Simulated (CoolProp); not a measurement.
Chloromethane (R40) along the isobar 4.85 MPa: density (kg/m³) from the reference equation and from simpler models built on Tc = 418.6 K, pc = 6.929 MPa, ω = 0.150; each cubic takes its own stable root.

Values from CoolProp's reference Helmholtz-energy equation of state, Thol 2014.

```tsv
T (K)	phase	reference
402.6	gas	121.5
409.3	gas	112.5
415.9	gas	105.7
422.5	gas	100.2
429.2	gas	95.63
435.8	gas	91.72
442.4	gas	88.31
449.1	gas	85.23
455.7	gas	82.50
462.3	gas	80.03
469	gas	77.74
475.6	gas	75.66
```

Question: How far does each simpler model (ideal gas, van der Waals, Redlich-Kwong) lie from the reference over these 12 states: mean and median of the absolute difference, and the worst?

Answer: 
- ideal gas: mean 26.7 %, median 25.5 %, worst -39.8 % at 402.6 K and 4.85 MPa
- van der Waals: mean 4.8 %, median 3.7 %, worst -12.6 % at 402.6 K and 4.85 MPa
- Redlich-Kwong: mean 2.0 %, median 1.5 %, worst -5.9 % at 402.6 K and 4.85 MPa
